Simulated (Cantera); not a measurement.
# Equilibrium for abatement and gas-phase synthesis: N2O + SO2

Charge: 1 mol N2O, 0.18 mol SO2, equilibrated at 9.00 Torr.

Cantera equilibrium calculation (NASA polynomials, part measured and part estimated; ideal gas, pure solids and liquids). Candidate condensed phases: S; 17 gas species. Equilibrium is a limit: real reactors are often held back by kinetics, nucleation or transport.

```
T (K)   x N2     x O    x O2    x SO2     x SO       x S    x NO
-----  -----  ------  ------  -------  -------  --------  ------
2300   0.580  0.0238   0.275    0.103  0.00282   2.15e-5  0.0154
2400   0.572  0.0407   0.264   0.0992  0.00537   7.66e-5  0.0183
2500   0.562  0.0659   0.248   0.0933  0.00953  0.000245  0.0211
2600   0.548   0.101   0.226   0.0843   0.0157  0.000709  0.0236
2700   0.530   0.147   0.199   0.0719   0.0240   0.00185  0.0254
2800   0.509   0.203   0.168   0.0565   0.0332   0.00435  0.0264
2900   0.486   0.265   0.133   0.0398   0.0409   0.00908  0.0263
3000   0.462   0.327   0.100   0.0245   0.0442    0.0166  0.0252
3100   0.441   0.383  0.0708   0.0131   0.0415    0.0267  0.0233
3200   0.424   0.429  0.0475  0.00615   0.0343    0.0377  0.0209
```
x: gas mole fraction; nothing condenses.

From 2300 K to 3200 K nothing is condensed.
